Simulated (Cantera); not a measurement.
A perfectly stirred reactor is fed with CH3OH : O2 : N2 = 1 : 0.882 : 3.32 (molar parts), at 1.01 bar; it is adiabatic with a 373 K inlet, and is followed from long to short residence time, starting on the burning branch (τ in s: 0.053, 0.016, 0.0051, 0.0016, 0.00048, 0.00015, 4.6e-05, 1.4e-05, 4.3e-06).

Detailed kinetics in Cantera: GRI-Mech 3.0 (53 species, 325 reactions). GRI-Mech 3.0 was tuned for natural gas; its chemistry of methanol as a main component is partial and can be far from experiment.

**Question.** Predict: blow-out, bracketed by the residence times tried; x(CH3OH) at τ = 53.0 ms; x(O2) at τ = 53.0 ms; x(CO2) at τ = 53.0 ms; x(CH2CO) at τ = 53.0 ms; x(CH4) at τ = 53.0 ms; x(CH3OH) at τ = 0.480 ms; x(O2) at τ = 0.480 ms; x(CO2) at τ = 0.480 ms; x(CH2CO) at τ = 0.480 ms; x(CH4) at τ = 0.480 ms.

**Answer.** 
```json
{
 "blow_out_bracketed_by_the_residence_times_tried": "burning at 0.480 ms, out at 0.150 ms",
 "x(CH3OH) at τ = 53.0 ms": "3.42e-6",
 "x(O2) at τ = 53.0 ms": "8.96e-5",
 "x(CO2) at τ = 53.0 ms": "0.0573",
 "x(CH2CO) at τ = 53.0 ms": "2.30e-8",
 "x(CH4) at τ = 53.0 ms": "9.80e-6",
 "x(CH3OH) at τ = 0.480 ms": "0.000155",
 "x(O2) at τ = 0.480 ms": "0.00337",
 "x(CO2) at τ = 0.480 ms": "0.0522",
 "x(CH2CO) at τ = 0.480 ms": "1.19e-6",
 "x(CH4) at τ = 0.480 ms": "0.000257"
}
```
